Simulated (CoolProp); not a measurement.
Vapour-liquid equilibrium of propane (1) + n-pentane (2) at 2.35 bar; x and y are mole fractions of (1).

Model: multi-fluid Helmholtz-energy mixture model, Lemmon 2009 and Thol 2019; pair parameters Kunz 2012, in CoolProp.

### Question
Give the bubble temperature and the first vapour's composition at x = 0.45, 0.75, 0.95. Is there an azeotrope?

### Answer
x = 0.45: 272.9 K, y = 0.933; x = 0.75: 259.6 K, y = 0.981; x = 0.95: 253.5 K, y = 0.997. No azeotrope shows between x = 0.05 and 0.95.

The pair parameters rest on a limited set of measurements; away from them the model extrapolates.
